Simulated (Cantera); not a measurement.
## Hydrocarbon pyrolysis for carbon deposition

An isothermal, constant-pressure homogeneous reactor starts with C3H8 : H2 : H2O = 1 : 89 : 3.1 (molar parts), at 1125 K and 1.09 atm.

Detailed kinetics in Cantera: GRI-Mech 3.0 (53 species, 325 reactions). GRI-Mech 3.0 was tuned for natural gas; its chemistry of propane as a main component is partial and can be far from experiment.

```
t (s)       x C3H8   x H2    x C2H2    x CH3     x CH2    x C2H4    x C2H6
--------  --------  -----  --------  -------  --------  --------  --------
0.000100    0.0107  0.956  1.10e-11  7.12e-7    <1e-12   9.88e-6   3.42e-7
0.000307    0.0106  0.956  9.48e-10  2.06e-6  1.40e-12   9.15e-5   1.18e-6
0.000942    0.0101  0.955   4.94e-8  3.76e-6  4.89e-12  0.000645   6.34e-6
0.00289    0.00816  0.954   8.64e-7  3.29e-6  4.34e-12   0.00250   5.37e-5
0.00888    0.00451  0.950   6.82e-6  1.78e-6  1.88e-12   0.00578  0.000343
0.0273     0.00124  0.947   2.71e-5  5.36e-7    <1e-12   0.00807   0.00119
0.0837    0.000126  0.946   6.09e-5  2.09e-7    <1e-12   0.00796   0.00222
0.257      8.81e-7  0.945  0.000110  2.02e-7    <1e-12   0.00712   0.00277
0.788      4.62e-7  0.944  0.000144  2.28e-7    <1e-12   0.00625   0.00250
2.42       4.02e-7  0.941  0.000112  2.70e-7    <1e-12   0.00454   0.00181
7.43       2.06e-7  0.938   5.34e-5  2.75e-7    <1e-12   0.00218  0.000871
22.8       4.40e-8  0.935   1.51e-5  1.87e-7    <1e-12  0.000621  0.000246
70.0       3.36e-9  0.935   2.11e-6  7.78e-8    <1e-12   8.60e-5   3.33e-5
```
x: mole fraction; the columns are a selection and need not sum to one.

Equilibrium at this temperature and pressure: C3H8 <1e-12, H2 0.962, C2H2 1.09e-9, CH3 5.17e-9, CH2 <1e-12, C2H4 4.84e-8, C2H6 2.02e-8 (gas phase only).
